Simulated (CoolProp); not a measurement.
Vapour-liquid equilibrium of R245fa (1) + n-pentane (2) at 342.3 K; x and y are mole fractions of (1).

Values from CoolProp's multi-fluid Helmholtz-energy mixture model, Akasaka 2015 and Thol 2019; pair parameters Bell 2016.

### Question
Give the bubble pressure and the first vapour's composition at x = 0.575, 0.65, 0.8. Is there an azeotrope?

### Answer
x = 0.575: 0.6585 MPa, y = 0.675; x = 0.65: 0.6649 MPa, y = 0.699; x = 0.8: 0.6651 MPa, y = 0.769. y crosses x between x = 0.725 and 0.8: the model has an azeotrope there.

Pair parameters are fitted to limited data, so mixtures are less certain than the pure fluids. With so large a gap from Raoult's law the liquid may split in two, which this calculation doesn't test in full.
